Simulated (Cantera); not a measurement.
Cantera run:

```python
import numpy as np
import cantera as ct

gas_names = """
    C CH CH2 CH3 CH2OH CH3O CH4 CH3OH CO CO2 COOH C2 C2H CHCO,ketyl C2H2,acetylene C2H2,vinylidene
    CH2CO,ketene C2H3,vinyl CH3CO,acetyl C2H4 C2H4O,ethylen CH3CHO,ethanal CH3COOH (HCOOH)2 C2H5 C2H6
    CH3OCH3 C2H5OH C2O C3 C3H3,propargyl C3H4,allene C3H4,propyne C3H4,cyclo- C3H5,allyl C3H6,propylene
    C3H6,cyclo- C3H6O C3H7,n-propyl C3H7,i-propyl C3H8 C3H8O,1propanol C3H8O,2propanol C3O2 C4 C4H2
    C4H4,1,3-cyclo- C4H6,butadiene C4H6,2-butyne C4H6,cyclo- C4H8,1-butene C4H8,cis2-buten
    C4H8,tr2-butene C4H8,isobutene C4H8,cyclo- (CH3COOH)2 C4H9,n-butyl C4H9,i-butyl C4H9,s-butyl
    C4H9,t-butyl C4H10,isobutane C4H10,n-butane C5 C5H6,1,3cyclo- C5H8,cyclo- C5H10,1-pentene
    C5H10,cyclo- C5H11,pentyl C5H11,t-pentyl C5H12,n-pentane C5H12,i-pentane CH3C(CH3)2CH3 C6H2
    C6H5,phenyl C6H5O,phenoxy C6H6 C6H5OH,phenol C6H10,cyclo- C6H12,1-hexene C6H12,cyclo- C6H13,n-hexyl
    C7H7,benzyl C7H8 C7H8O,cresol C7H14,1-heptene C7H15,n-heptyl C7H16,n-heptane C8H8,styrene
    C8H10,ethylbenz C8H16,1-octene C8H17,n-octyl C8H18,isooctane C8H18,n-octane C9H19,n-nonyl
    C10H8,naphthale C10H21,n-decyl C12H9,o-bipheny C12H10,bipheny H HCO HO2 H2 HCHO,formaldehy HCOOH H2O
    H2O2 O OH O2 O3 Si SiC SiC2 SiC4H12 SiH SiH2 SiH3 SiH4 SiO SiO2 Si2 Si2C Si3
""".split()
cond_names = """
    C(gr) C6H6(L) C7H8(L) C8H18(L),n-octa H2O(s) H2O(L) Si(cr) Si(L) SiC(b) SiO2(Lqz) SiO2(hqz) SiO2(L)
""".split()


def load(file, names, dense=False):
    # The tables refer to 1 bar. Condensed volumes are neglected.
    table = {s.name: s for s in ct.Species.list_from_file(file)}
    out = []
    for n in names:
        d = dict(table[n].input_data)
        d["thermo"] = dict(d["thermo"], **{"reference-pressure": 1e5})
        if dense:
            d["equation-of-state"] = {"model": "constant-volume", "density": "1e6 g/cm^3"}
        out.append(ct.Species.from_dict(d))
    return out


gas = ct.Solution(thermo="ideal-gas", species=load("nasa_gas.yaml", gas_names))
cond = {s.name: ct.Solution(thermo="fixed-stoichiometry", species=[s], name=s.name)
        for s in load("nasa_condensed.yaml", cond_names, dense=True)}
atoms = {
    'TEOS': {'Si': 1, 'C': 8, 'H': 20, 'O': 4},
    'O3': {'O': 3},
}
top_T = {'C(gr)': 4500, 'SiC(b)': 3050}  # K; cautious upper limits of use, not melting points


def equilibrate(T, P, feed):
    n = {}
    for name, mol in feed.items():
        for a, k in atoms[name].items():
            n[a] = n.get(a, 0.0) + k * mol
    gas.TPX = T, P, n
    mass = sum(n.values()) * gas.mean_molecular_weight
    gas.equilibrate("TP")
    valid = [c for c in cond.values() if c.min_temp <= T <= top_T.get(c.name, c.max_temp)]
    mix = ct.Mixture([(gas, mass / gas.mean_molecular_weight)] + [(c, 0.0) for c in valid])
    mix.T, mix.P = T, P
    mix.equilibrate("TP", solver="vcs", rtol=1e-11, max_steps=5000)
    return mix


results = []
feed = {'TEOS': 1, 'O3': 3.3}  # mol
P = 1000  # Pa
for T in [975, 1075, 1175, 1275, 1375, 1475, 1575, 1675, 1775, 1875]:
    mix = equilibrate(T, P, feed)
    results.append((T, P, feed, dict(zip(mix.species_names, mix.species_moles))))

top = {s: max(r[3][s] / sum(r[3][g] for g in gas_names) for r in results) for s in gas_names}
cols = sorted((s for s in top if top[s] > 1e-06), key=lambda s: -top[s])[:6]
seen = [c for c in cond_names if any(r[3].get(c, 0) > 1e-12 for r in results)]
print("log10 of partial pressures in bar; condensed amounts in mol")
print(f"{'T/K':>10s}" + "".join(f"{s[:9]:>10s}" for s in cols + seen))
for T, P, feed, n in results:
    ng = sum(n[g] for g in gas_names)
    print(f"{T:10.4g}" + "".join(f"{np.log10(max(n[s] / ng * P / 1e5, 1e-99)):10.3f}" for s in cols)
          + "".join(f"{n.get(c, 0):10.4g}" for c in seen))
```

Result:

```
log10 of partial pressures in bar; condensed amounts in mol
       T/K        H2        CO       H2O       CO2         H       SiO SiO2(hqz)   SiO2(L)
       975    -2.342    -2.484    -2.997    -2.935   -10.113   -18.379         1         0
      1075    -2.358    -2.462    -2.931    -3.003    -9.013   -15.714         1         0
      1175    -2.372    -2.446    -2.884    -3.065    -8.097   -13.502         1         0
      1275    -2.383    -2.433    -2.850    -3.122    -7.324   -11.639         1         0
      1375    -2.391    -2.423    -2.825    -3.173    -6.661   -10.049         1         0
      1475    -2.399    -2.416    -2.806    -3.218    -6.086    -8.678         1         0
      1575    -2.405    -2.410    -2.792    -3.259    -5.584    -7.483    0.9999         0
      1675    -2.410    -2.405    -2.780    -3.295    -5.140    -6.434    0.9993         0
      1775    -2.415    -2.401    -2.771    -3.327    -4.746    -5.518         0    0.9945
      1875    -2.423    -2.400    -2.761    -3.353    -4.395    -4.711         0    0.9648
```

Method: chemical equilibrium by Gibbs-energy minimisation in Cantera with the NASA 1993 tables (ideal gas, pure condensed phases). The feed counts by its element totals alone. The tables hold silica as quartz up to 1696 K and as liquid above; real silica turns to tridymite and cristobalite and melts near 1996 K.
